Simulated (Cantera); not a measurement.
**Hydrocarbon pyrolysis for carbon deposition**

A perfectly stirred reactor is fed with 14.3 % C₂H₄, 85.7 % H₂, at 1.13 Torr; it is held at 1623 K, and followed from long to short residence time.

Model: GRI-Mech 3.0 (53 species, 325 reactions), integrated in Cantera. GRI-Mech 3.0 was tuned for natural gas; its chemistry of ethylene as a main component is partial and can be far from experiment. GRI-Mech 3.0 stops at C3 and has no aromatics, soot or wall deposition, so with more carbon than oxygen in the feed, carbon stays in small species such as C2H2 where larger ones or solid carbon would form. Radical loss at walls, strong at low pressure, is not modelled.

```tsv
τ (s)	x C₂H₄	x H₂	x C₂H₆	x C₂H₂	x CH₃
8.5	0.00403	0.874	3.35e-9	0.121	4.20e-8
2.7	0.0167	0.873	8.52e-9	0.110	1.48e-8
0.86	0.0483	0.869	1.69e-8	0.0827	7.22e-9
0.27	0.0926	0.863	2.36e-8	0.0439	4.96e-9
0.087	0.124	0.860	2.12e-8	0.0169	3.27e-9
0.028	0.137	0.858	1.40e-8	0.00556	1.75e-9
0.0088	0.141	0.857	7.42e-9	0.00174	7.97e-10
0.0028	0.142	0.857	3.03e-9	0.000554	2.74e-10
```
x: mole fraction; the columns are a selection and need not sum to one.
